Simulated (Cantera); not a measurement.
An adiabatic, constant-volume homogeneous reactor starts with C₃H₈ : O₂ : N₂ : CO₂ = 1 : 2.78 : 10.4 : 0.42 (molar parts), equivalence ratio 1.8, at 1325 K and 4.93 atm.

Computed with Cantera and GRI-Mech 3.0 (53 species, 325 reactions). GRI-Mech 3.0 was tuned for natural gas; its chemistry of propane as a main component is partial and can be far from experiment.

One state of this run: T (K) = 2858; P (bar) = 13.3; x C₃H₈ = <1e-12; x O₂ = 0.000120; x CO₂ = 0.0325; x NO₂ = 4.58e-8; x HCO = 1.54e-6; x CH₄ = 1.34e-10. x: mole fraction; the columns are a selection and need not sum to one.

### Question
Which value of t (s) does it belong to?
A. 7.00e-6
B. 0.000126
C. 1.83e-5
D. 0.729

### Answer
D, 0.729
